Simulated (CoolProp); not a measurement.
Properties of hexamethyldisiloxane (MM) along the isobar 4170 kPa (Tc = 518.7 K, pc = 1931 kPa, ω = 0.418).

Model: reference Helmholtz-energy equation of state, Thol 2016, in CoolProp.

```json
[
 {"T (K)": "451.2", "phase": "liquid", "cv (kJ/(kg K))": "1.920", "isothermal compressibility (1/MPa)": "0.01023", "expansivity (1/kK)": "2.319"},
 {"T (K)": "462.4", "phase": "liquid", "cv (kJ/(kg K))": "1.947", "isothermal compressibility (1/MPa)": "0.01222", "expansivity (1/kK)": "2.501"},
 {"T (K)": "473.7", "phase": "liquid", "cv (kJ/(kg K))": "1.973", "isothermal compressibility (1/MPa)": "0.01485", "expansivity (1/kK)": "2.723"},
 {"T (K)": "485", "phase": "liquid", "cv (kJ/(kg K))": "2.000", "isothermal compressibility (1/MPa)": "[?]", "expansivity (1/kK)": "2.997"},
 {"T (K)": "496.2", "phase": "liquid", "cv (kJ/(kg K))": "2.027", "isothermal compressibility (1/MPa)": "0.02318", "expansivity (1/kK)": "[?]"},
 {"T (K)": "507.5", "phase": "liquid", "cv (kJ/(kg K))": "2.054", "isothermal compressibility (1/MPa)": "0.03011", "expansivity (1/kK)": "3.787"},
 {"T (K)": "518.7", "phase": "liquid", "cv (kJ/(kg K))": "2.081", "isothermal compressibility (1/MPa)": "0.04034", "expansivity (1/kK)": "4.380"},
 {"T (K)": "530", "phase": "supercritical", "cv (kJ/(kg K))": "2.109", "isothermal compressibility (1/MPa)": "0.05641", "expansivity (1/kK)": "5.203"},
 {"T (K)": "541.2", "phase": "supercritical", "cv (kJ/(kg K))": "2.137", "isothermal compressibility (1/MPa)": "0.08231", "expansivity (1/kK)": "6.346"},
 {"T (K)": "552.5", "phase": "supercritical", "cv (kJ/(kg K))": "2.165", "isothermal compressibility (1/MPa)": "0.1255", "expansivity (1/kK)": "7.921"},
 {"T (K)": "563.7", "phase": "supercritical", "cv (kJ/(kg K))": "2.193", "isothermal compressibility (1/MPa)": "0.1915", "expansivity (1/kK)": "9.760"},
 {"T (K)": "575", "phase": "supercritical", "cv (kJ/(kg K))": "2.216", "isothermal compressibility (1/MPa)": "0.2710", "expansivity (1/kK)": "11.07"},
 {"T (K)": "586.2", "phase": "supercritical", "cv (kJ/(kg K))": "2.234", "isothermal compressibility (1/MPa)": "[?]", "expansivity (1/kK)": "10.85"},
 {"T (K)": "597.5", "phase": "supercritical", "cv (kJ/(kg K))": "2.249", "isothermal compressibility (1/MPa)": "0.3427", "expansivity (1/kK)": "9.562"},
 {"T (K)": "608.7", "phase": "supercritical", "cv (kJ/(kg K))": "2.264", "isothermal compressibility (1/MPa)": "0.3389", "expansivity (1/kK)": "8.166"},
 {"T (K)": "620", "phase": "supercritical", "cv (kJ/(kg K))": "2.279", "isothermal compressibility (1/MPa)": "[?]", "expansivity (1/kK)": "6.982"}
]
```

### Question
Some entries are withheld; supply them.

### Answer

- 485, isothermal compressibility (1/MPa): 0.01837
- 496.2, expansivity (1/kK): 3.339
- 586.2, isothermal compressibility (1/MPa): 0.3258
- 620, isothermal compressibility (1/MPa): 0.3285
